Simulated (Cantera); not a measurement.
Feed: 1 mol CuO, 0.87 mol CH4, 2.1 mol H2, 4.7 mol CO, equilibrated at 2048.15 K and 0.720 bar.

These are equilibrium values from Cantera (NASA tables, ideal gas, pure condensed phases), not measurements of a reactor. Candidate condensed phases: C, C6H6, C7H8, C8H18, Cu, CuO, Cu(OH)2, Cu2O, H2O; 113 gas species. The numbers say what is thermodynamically allowed, not how fast it happens.

Base state: CO 0.583, H2 0.393, H2O 0.0104, Cu 0.00925, CO2 0.00325, H 0.00166, Cu2 4.49e-5 (mole fractions); condensed: Cu(l).

Problem. What changes in the equilibrium state with this change: CuO replaced by TiO2?

Solution. 
```csv
species,before,after
CO,0.583,0.585
H2,0.393,0.413
H,0.00166,0.00170
H2O,0.0104,0.000328
Cu,0.00925,0
Cu2,4.49e-5,0
CO2,0.00325,9.75e-5
"Cu(l), mol",0.911,0
"TiC(s), mol",0,0.150
"Ti2O3(s), mol",0,0.425
```
Mutual solubility and eutectic melting of coexisting phases are not modelled. TiC: taken at fixed stoichiometry. Further candidate phases: Ti, TiC, TiO, TiO2, Ti2O3, Ti3O5, Ti4O7.

Problem. What changes in the equilibrium state with this change: temperature from 2048.15 K to 1398.15 K?

Solution. 
```
species      before    after
----------  -------  -------
CO            0.583    0.586
H2            0.393    0.400
H2O          0.0104  0.00826
Cu          0.00925  1.81e-6
Cu2         4.49e-5    <1e-9
CH4         6.39e-8  3.88e-5
H           0.00166  3.53e-6
Cu(l), mol    0.911    1.000
```
